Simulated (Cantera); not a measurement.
An isothermal, constant-pressure homogeneous reactor starts with H2 : O2 = 0.018 : 1 (molar parts), at 1100 K and 20.0 Torr.

Detailed kinetics in Cantera: the H2/O2 subset of GRI-Mech 3.0, which has no nitrogen chemistry. Radical loss at walls, strong at low pressure, is not modelled.

x: mole fraction; the columns are a selection and need not sum to one.

```json
[
 {"t (s)": "2.00e-5", "x H2": "0.0177", "x O2": "0.982", "x O": "1.91e-11", "x H2O2": "<1e-12", "x OH": "1.85e-11", "x H2O": "1.18e-12"},
 {"t (s)": "9.46e-5", "x H2": "0.0177", "x O2": "0.982", "x O": "2.74e-10", "x H2O2": "<1e-12", "x OH": "2.32e-10", "x H2O": "7.83e-11"},
 {"t (s)": "0.000447", "x H2": "0.0177", "x O2": "0.982", "x O": "4.83e-9", "x H2O2": "<1e-12", "x OH": "3.10e-9", "x H2O": "4.31e-9"},
 {"t (s)": "0.00211", "x H2": "0.0177", "x O2": "0.982", "x O": "9.43e-6", "x H2O2": "4.84e-11", "x OH": "5.68e-6", "x H2O": "1.16e-5"},
 {"t (s)": "0.0100", "x H2": "___", "x O2": "0.972", "x O": "___", "x H2O2": "___", "x OH": "___", "x H2O": "0.0168"},
 {"t (s)": "0.0473", "x H2": "2.43e-5", "x O2": "0.980", "x O": "0.00203", "x H2O2": "6.18e-8", "x OH": "0.000378", "x H2O": "0.0176"},
 {"t (s)": "0.224", "x H2": "1.84e-6", "x O2": "0.982", "x O": "0.000162", "x H2O2": "3.36e-8", "x OH": "0.000107", "x H2O": "0.0178"},
 {"t (s)": "1.06", "x H2": "___", "x O2": "0.982", "x O": "___", "x H2O2": "___", "x OH": "___", "x H2O": "0.0178"},
 {"t (s)": "5.00", "x H2": "1.11e-8", "x O2": "0.982", "x O": "1.11e-6", "x H2O2": "1.39e-9", "x OH": "8.95e-6", "x H2O": "0.0178"}
]
```

Q: What belongs in the gaps?

A: 
- 0.0100, x H2: 0.000115
- 0.0100, x O: 0.00895
- 0.0100, x H2O2: 7.11e-8
- 0.0100, x OH: 0.000816
- 1.06, x H2: 1.17e-7
- 1.06, x O: 1.10e-5
- 1.06, x H2O2: 8.23e-9
- 1.06, x OH: 2.82e-5
